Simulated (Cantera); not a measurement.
Charge: 1 mol Pb, 2.8 mol H₂, held at 1398 K and 75.0 Torr.

These are equilibrium values from Cantera (NASA tables, ideal gas, pure condensed phases), not measurements of a reactor. Equilibrium is a limit: real reactors are often held back by kinetics, nucleation or transport.

```
species      before    after
----------  -------  -------
H₂            0.915    0.759
Pb           0.0852    0.241
Pb₂         1.77e-5  9.99e-5
H           1.43e-5  4.74e-5
Pb(l), mol    0.739    0.109
```
Gas species are given as mole fractions.

Problem. What was changed between the two runs?
A) temperature from 1398 K to 1498.15 K
B) temperature from 1398 K to 800 K
C) temperature from 1398 K to 1448 K
D) pressure from 75.0 Torr to 0.728 Torr

Solution. A, temperature from 1398 K to 1498.15 K
